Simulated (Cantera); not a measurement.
**Equilibrium for abatement and gas-phase synthesis: PH3 + H2O**

Charge: 1 mol PH3, 6.3 mol H2O, at 10.0 Torr.

Method: chemical equilibrium by Gibbs-energy minimisation in Cantera with the NASA 1993 tables (ideal gas, pure condensed phases). Candidate condensed phases: H2O, P, P4O10; 17 gas species. Gases not in the tables: HPO2, HPO3 and P4O6. Equilibrium is a limit: real reactors are often held back by kinetics, nucleation or transport.

From 675 °C to 3075 °C nothing is condensed.

```csv
T (°C),x H,x H2O,x H2,x O,x PO2,x OH,x PO,x P4O10,x O2,x P2
675,3.20e-9,0.472,0.497,<1e-12,1.91e-6,4.40e-12,1.40e-7,0.0311,<1e-12,4.32e-7
875,4.35e-7,0.476,0.492,<1e-12,0.000937,2.52e-9,0.000151,0.0304,<1e-12,0.000732
1075,1.24e-5,0.541,0.384,8.53e-12,0.0448,2.82e-7,0.00852,0.0107,5.82e-12,0.0111
1275,0.000161,0.524,0.365,2.90e-9,0.0852,7.73e-6,0.0235,4.61e-7,1.92e-9,0.00263
1475,0.00120,0.520,0.365,2.56e-7,0.0823,9.94e-5,0.0307,2.55e-11,1.63e-7,0.000320
1675,0.00586,0.522,0.358,9.36e-6,0.0776,0.000772,0.0355,<1e-12,5.92e-6,4.94e-5
1875,0.0212,0.517,0.345,0.000177,0.0731,0.00409,0.0390,<1e-12,0.000112,1.01e-5
2075,0.0607,0.489,0.322,0.00202,0.0676,0.0159,0.0413,<1e-12,0.00128,2.61e-6
2275,0.144,0.401,0.288,0.0142,0.0571,0.0438,0.0432,<1e-12,0.00809,1.02e-6
2475,0.289,0.233,0.241,0.0566,0.0379,0.0747,0.0460,<1e-12,0.0220,8.54e-7
2675,0.468,0.0786,0.162,0.129,0.0178,0.0724,0.0471,<1e-12,0.0249,1.45e-6
2875,0.600,0.0157,0.0810,0.192,0.00635,0.0430,0.0455,<1e-12,0.0146,3.93e-6
3075,0.663,0.00245,0.0345,0.226,0.00197,0.0199,0.0411,<1e-12,0.00623,1.20e-5
```
x: gas mole fraction; nothing condenses.
